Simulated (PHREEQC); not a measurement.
Brine

Make-up at 25 °C: 0.91 mol NaBr, 0.65 mol CaCl2 and 0.3 mol LiCl per kg of water. Closed to the air; pH follows from the charge balance.

The numbers come from PHREEQC with the Pitzer model, pitzer.dat.

Each row changes one thing in this solution. No solid was allowed to form.

```csv
case,SI of Halite (NaCl),SI of Portlandite (Ca(OH)2)
as made,-1.64,-10.39
diluted 10-fold with water,?,-10.70
NaBr from 0.91 to 1 mol/kgw,-1.59,-10.39
NaBr from 0.91 to 4.55 mol/kgw,?,?
LiCl from 0.3 to 3 mol/kgw,?,?
diluted 5-fold with water,-3.15,-10.57
CaCl2 from 0.65 to 0.13 mol/kgw,-2.19,-10.70
LiCl from 0.3 to 0.27 mol/kgw,-1.66,-10.39
```

### Question
Complete the blanks.

### Answer

- diluted 10-fold with water, SI of Halite (NaCl): -3.71
- NaBr from 0.91 to 4.55 mol/kgw, SI of Halite (NaCl): -0.54
- NaBr from 0.91 to 4.55 mol/kgw, SI of Portlandite (Ca(OH)2): -10.21
- LiCl from 0.3 to 3 mol/kgw, SI of Halite (NaCl): -0.77
- LiCl from 0.3 to 3 mol/kgw, SI of Portlandite (Ca(OH)2): -10.58
